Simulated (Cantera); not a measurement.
What does this Cantera script print?

```python
import numpy as np
import cantera as ct

gas = ct.Solution("gri30.yaml")
gas.TPX = 2200, 100000, {'NO': 1, 'N2': 8.2, 'H2O': 0.0098}
reactor = ct.IdealGasConstPressureReactor(gas, energy="off", clone=False)
net = ct.ReactorNet([reactor])
net.rtol, net.atol = 1e-08, 1e-18
show = ['NO', 'O', 'N2O', 'NO2', 'N2', 'O2']
times = np.geomspace(9e-05, 2, 9)

steps = ct.SolutionArray(gas, extra=["t"])
rows = []
print(f"{'t/s':>10s}{'T/K':>9s}{'P/Pa':>11s}" + "".join(f"{s:>11s}" for s in show))
for t in times:
    while net.time < t:
        t_next = net.step()
        steps.append(gas.state, t=t_next)
    rows.append([np.interp(t, steps.t, y) for y in (steps.T, steps.P, *steps(*show).X.T)])
    print(f"{t:10.3e}{rows[-1][0]:9.1f}{rows[-1][1]:11.4g}" + "".join(f"{x:11.3e}" for x in rows[-1][2:]))
rate = np.gradient(steps.T, steps.t)
print("integrator steps:", len(steps.t))
if steps.T.max() > steps.T[0] + 200:
    print(f"time of steepest temperature rise: {steps.t[rate.argmax()]:.4e} s")
gas.TPX = 2200, 100000, {'NO': 1, 'N2': 8.2, 'H2O': 0.0098}
gas.equilibrate("TP")
print(f"equilibrium (TP): T = {gas.T:.1f} K  " + "  ".join(f"{s} {gas[s].X[0]:.3e}" for s in show))
```

It prints:

```
       t/s      T/K       P/Pa         NO          O        N2O        NO2         N2         O2
 9.000e-05   2200.0      1e+05  1.086e-01  4.285e-06  3.293e-06  4.528e-07  8.904e-01  9.623e-08
 3.145e-04   2200.0      1e+05  1.085e-01  1.395e-05  5.864e-06  2.058e-06  8.904e-01  2.685e-06
 1.099e-03   2200.0      1e+05  1.084e-01  3.735e-05  5.757e-06  4.403e-06  8.904e-01  7.350e-05
 3.840e-03   2200.0      1e+05  1.077e-01  6.783e-05  5.447e-06  6.802e-06  8.906e-01  3.782e-04
 1.342e-02   2200.0      1e+05  1.054e-01  1.191e-04  5.415e-06  1.216e-05  8.918e-01  1.487e-03
 4.688e-02   2200.0      1e+05  9.670e-02  2.196e-04  4.702e-06  2.110e-05  8.961e-01  5.761e-03
 1.638e-01   2200.0      1e+05  6.618e-02  4.014e-04  2.381e-06  2.683e-05  9.113e-01  2.090e-02
 5.724e-01   2200.0      1e+05  1.681e-02  5.815e-04  5.077e-07  9.955e-06  9.359e-01  4.549e-02
 2.000e+00   2200.0      1e+05  6.815e-03  6.111e-04  4.129e-07  4.248e-06  9.409e-01  5.047e-02
integrator steps: 1255
equilibrium (TP): T = 2200.0 K  NO 6.790e-03  O 6.112e-04  N2O 4.128e-07  NO2 4.233e-06  N2 9.409e-01  O2 5.049e-02
```

Model: GRI-Mech 3.0 (53 species, 325 reactions), integrated in Cantera.
